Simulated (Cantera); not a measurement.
Input: 1 mol SO₂, 3.2 mol H₂, 0.25 mol N₂, equilibrated at 1873.15 K and 28500 Torr.

Cantera equilibrium calculation (NASA polynomials, part measured and part estimated; ideal gas, pure solids and liquids). Candidate condensed phases: H₂O, H₂SO₄, S; 35 gas species. The ideal-gas law is rough above about 30 bar. The numbers say what is thermodynamically allowed, not how fast it happens.

Base state: H₂O 0.534, H₂S 0.178, H₂ 0.165, N₂ 0.0687, S₂ 0.0415, SO₂ 0.00692, SH 0.00439, SO 0.000901 (mole fractions); condensed: gas only.

Question: What changes in the equilibrium state with this change: SO₂ replaced by CO₂?

Answer: 
| species | before | after |
|---|---|---|
| H₂ | 0.165 | 0.514 |
| H₂O | 0.534 | 0.205 |
| CO | 0 | 0.205 |
| H₂S | 0.178 | 0 |
| S₂ | 0.0415 | 0 |
| CO₂ | 0 | 0.0199 |
| N₂ | 0.0687 | 0.0561 |
| SO₂ | 0.00692 | 0 |
| SH | 0.00439 | 0 |
| SO | 0.000901 | 0 |
| S₂O | 0.000890 | 0 |
Further candidate phases: C, C₆H₆, C₇H₈, C₈H₁₈.
